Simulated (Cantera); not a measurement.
Input: 1 mol SiCl4, 4.4 mol HCl, 12 mol H2, at 0.100 bar.

Equilibrium computed with Cantera from the NASA thermochemical tables; the gas is ideal and each condensed phase is pure. Candidate condensed phases: Si; 19 gas species. The tables' values for SiCl3 are old estimates; treat these amounts as uncertain. Rates play no part.

x: gas mole fraction; nothing condenses.

```csv
T (K),x H2,x HCl,x SiCl4,x SiCl2,x SiCl3
1073,0.688,0.255,0.0553,2.44e-5,0.000290
1148,0.686,0.257,0.0534,0.000203,0.000992
1223,0.681,0.261,?,?,0.00274
1298,0.672,0.271,0.0415,0.00496,0.00587
1373,0.655,0.289,0.0295,0.0134,0.00925
1448,0.635,0.309,?,?,0.0107
1523,0.620,0.325,0.00829,0.0352,0.00988
```

**Question.** Some entries are withheld; supply them.

**Answer.** 
- 1448, x SiCl4: 0.0170
- 1448, x SiCl2: 0.0249
- 1223, x SiCl4: 0.0494
- 1223, x SiCl2: 0.00121
